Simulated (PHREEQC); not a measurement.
Solution (25 °C): 20 mmol/kgw HF and 0.28 mmol/kgw MnSO4. Closed to the air; pH follows from the charge balance.

Equilibrium calculation in PHREEQC: ion-association model, phreeqc.dat.

```tsv
quantity	before	after
pH	2.47	2.50
ionic strength (mol/kgw)	0.00463	0.0128
HF (mol/kgw)	0.0161	0.0158
F- (mol/kgw)	0.00344	0.00371
SO4-2 (mol/kgw)	0.000217	0.00200
```

Task: Which change was made?
A) temperature from 25 to 75 °C
B) MnSO4 from 0.00028 to 0.0028 mol/kgw
C) 0.01 mol/kgw HBr added
D) HF from 0.02 to 0.04 mol/kgw
E) HF from 0.02 to 0.002 mol/kgw

Result: B, MnSO4 from 0.00028 to 0.0028 mol/kgw

This is a speciation only: nothing precipitates in the calculation.
